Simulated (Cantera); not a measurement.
Charge: 1 mol Cu₂O, 0.32 mol C, 2.2 mol N₂, held at 2598 K.

These are equilibrium values from Cantera (NASA tables, ideal gas, pure condensed phases), not measurements of a reactor. Candidate condensed phases: C, Cu, CuO, Cu₂O; 27 gas species. Equilibrium is a limit: real reactors are often held back by kinetics, nucleation or transport.

Q: At 0.370 bar, list the 6 most abundant gas species with their mole fractions, and the condensed phases.

A: N₂ 0.459, Cu 0.410, CO₂ 0.0449, O₂ 0.0393, CO 0.0226, NO 0.00896. Condensed: gas only.
